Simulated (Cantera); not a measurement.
A closed system holds: 1 mol Si3N4, 1.3 mol H2O, a varied amount of H2, held at 1948 K and 3.10 Pa.

Cantera equilibrium calculation (NASA polynomials, part measured and part estimated; ideal gas, pure solids and liquids). Candidate condensed phases: H2O, Si, SiO2, Si2N2O, Si3N4; 35 gas species. The tables' values for SiN are old estimates; treat these amounts as uncertain. Equilibrium is a limit: real reactors are often held back by kinetics, nucleation or transport.

### Question
At 30 mol H2, list the 4 most abundant gas species with their mole fractions, and the condensed phases.

### Answer
H2 0.704, H 0.170, N2 0.0504, Si 0.0426. Condensed: gas only.
